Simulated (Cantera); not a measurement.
Feed: 1 mol Fe2O3, 2.1 mol CH4, 1.1 mol H2, at 1998 K and 0.100 bar.

Equilibrium computed with Cantera from the NASA thermochemical tables; the gas is ideal and each condensed phase is pure. Candidate condensed phases: C, C6H6, C7H8, C8H18, Fe, Fe(CO)5, FeO, Fe(OH)2, Fe(OH)3, Fe2O3, Fe3O4, H2O; 114 gas species. Equilibrium is a limit: real reactors are often held back by kinetics, nucleation or transport.

Base state: H2 0.600, CO 0.271, H2O 0.110, CO2 0.0109, H 0.00393, Fe 0.00357, OH 7.16e-5, Fe(OH)2 1.68e-5 (mole fractions); condensed: Fe(l).

Q: What changes in the equilibrium state with this change: temperature from 1998 K to 1173 K?

A: 
```json
[
 {"species": "H2", "before": "0.600", "after": "0.624"},
 {"species": "CO", "before": "0.271", "after": "0.254"},
 {"species": "H2O", "before": "0.110", "after": "0.0921"},
 {"species": "CO2", "before": "0.0109", "after": "0.0295"},
 {"species": "Fe(OH)2", "before": "1.68e-5", "after": "1.44e-8"},
 {"species": "Fe", "before": "0.00357", "after": "<1e-9"},
 {"species": "OH", "before": "7.16e-5", "after": "<1e-9"},
 {"species": "H", "before": "0.00393", "after": "2.95e-7"},
 {"species": "Fe(l), mol", "before": "1.97", "after": "0"},
 {"species": "Fe(α), mol", "before": "0", "after": "2.00"}
]
```
